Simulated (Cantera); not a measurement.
Cantera run:

```python
import numpy as np
import cantera as ct

gas_names = """
    H HO2 H2 H2O H2O2 O OH O2 O3 Si SiH SiH2 SiH3 SiH4 SiO SiO2 Si2 Si3
""".split()
cond_names = """
    H2O(s) H2O(L) Si(cr) Si(L) SiO2(Lqz) SiO2(hqz) SiO2(L)
""".split()


# ... load() reads the species with a 1 bar reference pressure and builds the phases ...
atoms = {
    'Si': {'Si': 1},
    'H2O': {'H': 2, 'O': 1},
    'H2': {'H': 2},
}
top_T = {}  # K; cautious upper limits of use, not melting points


# ... equilibrate(T, P, feed) seeds the gas with the atoms and calls Mixture.equilibrate('TP', solver="vcs", rtol=1e-11, max_steps=5000) ...
results = []
feed = {'Si': 1, 'H2O': 0.043, 'H2': 360}  # mol
T = 1498.15  # K
P = 530000  # Pa
mix = equilibrate(T, P, feed)
results.append((T, P, feed, dict(zip(mix.species_names, mix.species_moles))))
print(gas.report(threshold=0.001))
for i in range(1, mix.n_phases):
    print(f"{mix.phase(i).name:16s} {mix.phase_moles(i):12.5e} mol")
```

Result:

```
       temperature   1498.2 K
          pressure   5.3e+05 Pa
           density   0.085958 kg/m^3
  mean mol. weight   2.0202 kg/kmol
   phase of matter   gas

                          1 kg             1 kmol
                     ---------------   ---------------
          enthalpy        1.7952e+07        3.6266e+07  J
   internal energy        1.1786e+07         2.381e+07  J
           entropy             81678        1.6501e+05  J/K
    Gibbs function       -1.0441e+08       -2.1094e+08  J
 heat capacity c_p             16014             32352  J/K
 heat capacity c_v             11899             24038  J/K

                      mass frac. Y      mole frac. X     chem. pot. / RT
                     ---------------   ---------------   ---------------
                H2            0.9978           0.99989           -16.932
     [  +17 minor]         0.0022038        0.00011217

Si(cr)            9.59571e-01 mol
SiO2(hqz)         3.90000e-03 mol
```

Cantera equilibrium calculation (NASA polynomials, part measured and part estimated; ideal gas, pure solids and liquids). Mutual solubility and eutectic melting of coexisting phases are not modelled. The tables hold silica as quartz up to 1696 K and as liquid above; real silica turns to tridymite and cristobalite and melts near 1996 K.
